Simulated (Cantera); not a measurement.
Input (Python, Cantera):

```python
import numpy as np
import cantera as ct

gas = ct.Solution("gri30.yaml")
gas.TPX = 1000, 1000000, {'CH4': 1, 'O2': 5.41, 'N2': 20.3}
reactor = ct.IdealGasReactor(gas, energy="on", clone=False)
net = ct.ReactorNet([reactor])
net.rtol, net.atol = 1e-08, 1e-16
show = ['CH4', 'O2', 'CH2O', 'H', 'C2H6']
times = np.geomspace(4e-06, 2, 13)

steps = ct.SolutionArray(gas, extra=["t"])
rows = []
print(f"{'t/s':>10s}{'T/K':>9s}{'P/Pa':>11s}" + "".join(f"{s:>11s}" for s in show))
for t in times:
    while net.time < t:
        t_next = net.step()
        steps.append(gas.state, t=t_next)
    rows.append([np.interp(t, steps.t, y) for y in (steps.T, steps.P, *steps(*show).X.T)])
    print(f"{t:10.3e}{rows[-1][0]:9.1f}{rows[-1][1]:11.4g}" + "".join(f"{x:11.3e}" for x in rows[-1][2:]))
rate = np.gradient(steps.T, steps.t)
print("integrator steps:", len(steps.t))
if steps.T.max() > steps.T[0] + 200:
    print(f"time of steepest temperature rise: {steps.t[rate.argmax()]:.4e} s")
gas.TPX = 1000, 1000000, {'CH4': 1, 'O2': 5.41, 'N2': 20.3}
gas.equilibrate("UV")
print(f"equilibrium (UV): T = {gas.T:.1f} K  " + "  ".join(f"{s} {gas[s].X[0]:.3e}" for s in show))
```

It prints:

```
       t/s      T/K       P/Pa        CH4         O2       CH2O          H       C2H6
 4.000e-06   1000.0      1e+06  3.744e-02  2.025e-01  6.492e-13  1.312e-15  4.024e-17
 1.194e-05   1000.0      1e+06  3.744e-02  2.025e-01  5.820e-12  3.541e-15  1.078e-15
 3.564e-05   1000.0      1e+06  3.744e-02  2.025e-01  5.262e-11  1.040e-14  2.977e-14
 1.064e-04   1000.0      1e+06  3.744e-02  2.025e-01  4.732e-10  3.274e-14  7.959e-13
 3.175e-04   1000.0      1e+06  3.744e-02  2.025e-01  4.398e-09  1.170e-13  2.273e-11
 9.476e-04   1000.0      1e+06  3.744e-02  2.025e-01  4.457e-08  5.518e-13  7.551e-10
 2.828e-03   1000.0      1e+06  3.744e-02  2.025e-01  5.348e-07  3.754e-12  3.192e-08
 8.442e-03   1000.1      1e+06  3.743e-02  2.025e-01  5.218e-06  1.686e-11  6.522e-07
 2.520e-02   1000.5  1.001e+06  3.738e-02  2.025e-01  3.947e-05  8.613e-11  6.273e-06
 7.521e-02   2047.1  2.048e+06  3.982e-23  1.273e-01  7.111e-15  2.157e-06 -1.883e-39
 2.245e-01   2040.6  2.041e+06  3.794e-23  1.262e-01  6.503e-15  2.029e-06  1.896e-42
 6.701e-01   2031.7  2.032e+06  3.082e-23  1.247e-01  5.747e-15  1.864e-06  1.296e-42
 2.000e+00   2029.1   2.03e+06  2.900e-23  1.243e-01  5.539e-15  1.818e-06  1.180e-42
integrator steps: 2360
time of steepest temperature rise: 6.6077e-02 s
equilibrium (UV): T = 2029.0 K  CH4 4.297e-23  O2 1.242e-01  CH2O 5.536e-15  H 1.817e-06  C2H6 1.693e-42
```

Model: GRI-Mech 3.0 (53 species, 325 reactions), integrated in Cantera.
